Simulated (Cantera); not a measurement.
Cantera run:

```python
import numpy as np
import cantera as ct

gas_names = """
    H HO2 H2 H2O H2O2 O OH O2 O3 P PH PH3 PO PO2 P2 P4 P4O10
""".split()
cond_names = """
    H2O(s) H2O(L) P(cr) P(L) P4O10(s)
""".split()


# ... load() reads the species with a 1 bar reference pressure and builds the phases ...
atoms = {
    'PH3': {'P': 1, 'H': 3},
    'O2': {'O': 2},
    'H2': {'H': 2},
    'H2O': {'H': 2, 'O': 1},
}
top_T = {'P4O10(s)': 690}  # K; cautious upper limits of use, not melting points


# ... equilibrate(T, P, feed) seeds the gas with the atoms and calls Mixture.equilibrate('TP', solver="vcs", rtol=1e-11, max_steps=5000) ...
results = []
feed = {'PH3': 1, 'O2': 0.16, 'H2': 0.19, 'H2O': 5.3}  # mol
T = 2198.15  # K
P = 133.322  # Pa
mix = equilibrate(T, P, feed)
results.append((T, P, feed, dict(zip(mix.species_names, mix.species_moles))))
print(gas.report(threshold=1e-06))
for i in range(1, mix.n_phases):
    print(f"{mix.phase(i).name:16s} {mix.phase_moles(i):12.5e} mol")
```

Result:

```
       temperature   2198.2 K
          pressure   133.32 Pa
           density   0.00011624 kg/m^3
  mean mol. weight   15.934 kg/kmol
   phase of matter   gas

                          1 kg             1 kmol
                     ---------------   ---------------
          enthalpy       -2.5276e+06       -4.0276e+07  J
   internal energy       -3.6746e+06       -5.8552e+07  J
           entropy             19322        3.0787e+05  J/K
    Gibbs function       -4.4999e+07       -7.1703e+08  J
 heat capacity c_p            2732.1             43534  J/K
 heat capacity c_v            2210.3             35220  J/K

                      mass frac. Y      mole frac. X     chem. pot. / RT
                     ---------------   ---------------   ---------------
                 H         0.0055041          0.087008           -13.765
                H2          0.041109           0.32492            -27.53
               H2O           0.50694           0.44838           -48.548
                 O         0.0031323         0.0031197           -21.018
                OH          0.017833          0.016708           -34.783
                O2         0.0036474         0.0018163           -42.036
                 P        8.6784e-05        4.4645e-05           -21.786
                PO           0.13092          0.044413           -42.804
               PO2           0.29082          0.073588           -63.822
                P2        4.0595e-06        1.0442e-06           -43.573
     [   +7 minor]        1.8515e-06        9.2016e-07

P(L)              0.00000e+00 mol
```

These are equilibrium values from Cantera (NASA tables, ideal gas, pure condensed phases), not measurements of a reactor. Gases not in the tables: HPO2, HPO3 and P4O6.
